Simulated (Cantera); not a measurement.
Input: 1 mol SiHCl3, 0.44 mol NH3, equilibrated at 700 K and 33.0 Pa.

Method: chemical equilibrium by Gibbs-energy minimisation in Cantera with the NASA 1993 tables (ideal gas, pure condensed phases). Candidate condensed phases: NH4Cl, Si, Si3N4; 28 gas species. The numbers say what is thermodynamically allowed, not how fast it happens.

Base state: H2 0.502, SiCl4 0.337, HCl 0.161, SiHCl3 0.000215, N2 3.20e-5 (mole fractions); condensed: Si3N4(s).

Question: What changes in the equilibrium state with this change: temperature from 700 K to 1775 K?

Answer: 
```tsv
species	before	after
SiCl2	1.29e-9	0.338
HCl	0.161	0.337
H2	0.502	0.227
SiCl4	0.337	3.02e-5
N2	3.20e-5	0.0757
Cl	<1e-9	0.00868
H	<1e-9	0.00758
SiCl	<1e-9	0.00181
Si3N4(s), mol	0.110	0
```
The tables' values for SiCl3, SiCl are old estimates; treat these amounts as uncertain.

Question: What changes in the equilibrium state with this change: SiHCl3 replaced by SiH4?

Answer: 
| species | before | after |
|---|---|---|
| H2 | 0.502 | 1.00 |
| SiCl4 | 0.337 | 0 |
| HCl | 0.161 | 0 |
| SiHCl3 | 0.000215 | 0 |
| N2 | 3.20e-5 | <1e-9 |
| Si3N4(s), mol | 0.110 | 0.110 |
| Si(s), mol | 0 | 0.670 |
